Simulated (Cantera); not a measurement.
## Premixed flame

A freely propagating, adiabatic, planar premixed flame of CH4 : O2 : N2 = 1 : 2.15 : 7.74 (molar parts), equivalence ratio 0.93, unburnt at 625 K and 6.40 bar; mixture-averaged transport, grid criteria slope 0.08 and curve 0.16, no radiation.

Model: GRI-Mech 3.0 (53 species, 325 reactions), integrated in Cantera. Burning velocities carry a grid error of a few per cent, more on coarse grids.

```tsv
z (mm)	T (K)	u (m/s)	x CH4	x O2	x HCO	x NO	x O	x H2O2
-0.237	626	0.759	0.0917	0.197	<1e-8	<1e-8	<1e-8	5.80e-8
-0.158	631	0.766	0.0911	0.197	<1e-8	1.63e-8	<1e-8	7.04e-7
-0.118	646	0.786	0.0898	0.195	<1e-8	6.82e-8	<1e-8	2.76e-6
-0.0790	727	0.889	0.0840	0.188	<1e-8	4.56e-7	<1e-8	1.41e-5
-0.0395	1133	1.40	0.0573	0.151	3.86e-7	4.49e-6	4.00e-6	5.07e-5
-0.0197	1543	1.92	0.0302	0.109	8.40e-6	1.08e-5	6.45e-5	1.99e-5
0	1939	2.42	0.00600	0.0623	3.02e-5	2.08e-5	0.000610	3.38e-6
0.0197	2114	2.63	0.000273	0.0375	7.43e-6	3.34e-5	0.00197	1.06e-6
0.0395	2187	2.71	6.52e-6	0.0295	3.40e-7	4.27e-5	0.00230	7.99e-7
0.0790	2272	2.80	<1e-8	0.0243	3.45e-8	5.59e-5	0.00179	6.11e-7
0.158	2350	2.88	<1e-8	0.0206	1.18e-8	7.64e-5	0.00110	4.62e-7
0.316	2401	2.93	<1e-8	0.0182	<1e-8	0.000108	0.000686	3.82e-7
0.632	2422	2.96	<1e-8	0.0171	<1e-8	0.000162	0.000542	3.56e-7
```
x: mole fraction of selected species; z is measured from the peak of heat release.

The laminar burning velocity is 75.7 cm/s and the thermal thickness is 0.0790 mm. The peak x(HCO) comes out as 3.02e-5. The peak x(O) comes out as 0.00232 and the peak x(H2O2) is 5.09e-5. The grid points is 139.
